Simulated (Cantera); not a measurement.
An isothermal, constant-pressure homogeneous reactor starts with H2 : O2 : N2 = 0.18 : 1 : 1.4 (molar parts), at 1325 K and 0.00217 atm. Integrator tolerance rtol = 1e-08.

Model: the H2/O2 subset of GRI-Mech 3.0, which has no nitrogen chemistry, integrated in Cantera. Radical loss at walls, strong at low pressure, is not modelled. The temperature is held fixed by assumption; the heat of reaction is taken as removed at once.

Problem. What does this change do: temperature 1325 to 900 K?

Solution. 
```
quantity                                             before                                      after
-----------------  ----------------------------------------  -----------------------------------------
x(H2) at 1.00 s     0.00206 (gas-phase equilibrium 3.44e-7)  0.000607 (gas-phase equilibrium 8.21e-12)
x(O2) at 1.00 s         0.348 (gas-phase equilibrium 0.365)        0.363 (gas-phase equilibrium 0.365)
x(HO2) at 1.00 s    2.75e-7 (gas-phase equilibrium 1.32e-8)   8.80e-7 (gas-phase equilibrium 4.40e-11)
x(H) at 1.00 s       0.0111 (gas-phase equilibrium 2.06e-8)     0.00320 (gas-phase equilibrium <1e-12)
x(OH) at 1.00 s     0.00476 (gas-phase equilibrium 6.31e-5)   0.000487 (gas-phase equilibrium 5.93e-8)
x(H2O) at 1.00 s      0.0607 (gas-phase equilibrium 0.0723)      0.0695 (gas-phase equilibrium 0.0723)
x(H2O2) at 1.00 s  1.24e-8 (gas-phase equilibrium 1.36e-10)   1.09e-8 (gas-phase equilibrium 1.40e-12)
```
Below about 950 K walls govern HO2 and H2O2 in real vessels.
